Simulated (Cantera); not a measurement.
Input (Python, Cantera):

```python
import numpy as np
import cantera as ct

gas = ct.Solution("gri30.yaml")


def delay(T, t_max=10):
    gas.TPX = T, 100000, {'H2': 1, 'O2': 0.602, 'N2': 2.27}
    reactor = ct.IdealGasConstPressureReactor(gas, clone=False)
    net = ct.ReactorNet([reactor])
    net.rtol, net.atol = 1e-8, 1e-16
    while net.time < t_max:
        t_old, T_old = net.time, reactor.T
        net.step()
        if reactor.T > T + 400:  # ignition: a rise of 400 K
            return t_old + (T + 400 - T_old) / (reactor.T - T_old) * (net.time - t_old)
    return np.nan


taus = []
for T in [1148, 1198, 1248, 1298, 1348, 1398, 1448]:
    taus.append(delay(T))
    print(f"T0 = {T:6g} K   tau = {taus[-1]:.4e} s")
```

Output:

```
T0 =   1148 K   tau = 6.3951e-05 s
T0 =   1198 K   tau = 4.8113e-05 s
T0 =   1248 K   tau = 3.7998e-05 s
T0 =   1298 K   tau = 3.1205e-05 s
T0 =   1348 K   tau = 2.6510e-05 s
T0 =   1398 K   tau = 2.3220e-05 s
T0 =   1448 K   tau = 2.0915e-05 s
```

Cantera simulation using GRI-Mech 3.0 (53 species, 325 reactions); the numbers are that mechanism's predictions, not measurements. Where the delays flatten at high temperature, the 400 K rule measures the pace of heat release, not the induction time.
